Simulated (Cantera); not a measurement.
A freely propagating, adiabatic, planar premixed flame of CH4 : H2 : O2 : N2 = 1 : 0.036 : 1.68 : 6.32 (molar parts), equivalence ratio 1.2, unburnt at 525 K and 2.27 atm; mixture-averaged transport, grid criteria slope 0.08 and curve 0.16, no radiation.

Computed with Cantera and GRI-Mech 3.0 (53 species, 325 reactions). Burning velocities carry a grid error of a few per cent, more on coarse grids.

Question: What does this change do: O2 1.68 to 2.2 parts?

Answer: 
| quantity | before | after |
|---|---|---|
| laminar burning velocity | 70.2 cm/s | 116 cm/s |
| thermal thickness | 0.194 mm | 0.137 mm |
| peak x(HCO) | 3.84e-5 | 7.44e-5 |
| peak x(HO2) | 0.000160 | 0.000311 |
| peak x(C2H6) | 0.00132 | 0.000984 |
